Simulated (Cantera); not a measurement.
An adiabatic, constant-pressure homogeneous reactor starts with CO : H2 : CH4 : O2 : N2 : H2O = 1 : 0.061 : 0.055 : 0.84 : 2.19 : 0.19 (molar parts), equivalence ratio 0.76, at 1325 K and 31000 Pa.

Model: GRI-Mech 3.0 (53 species, 325 reactions), integrated in Cantera.

Q: Predict: time of steepest temperature rise; temperature at 0.100 s; equilibrium temperature; x(CO) at 0.100 s; x(H2) at 0.100 s; x(O2) at 0.100 s; x(NO) at 0.100 s.

A: 
```
Quantity                                                            Result
---------------------------------  ---------------------------------------
time of steepest temperature rise                                 0.264 ms
temperature at 0.100 s                                              2606 K
equilibrium temperature                                             2606 K
x(CO) at 0.100 s                     0.0772 (gas-phase equilibrium 0.0772)
x(H2) at 0.100 s                   0.00474 (gas-phase equilibrium 0.00474)
x(O2) at 0.100 s                     0.0746 (gas-phase equilibrium 0.0746)
x(NO) at 0.100 s                     0.0136 (gas-phase equilibrium 0.0136)
```
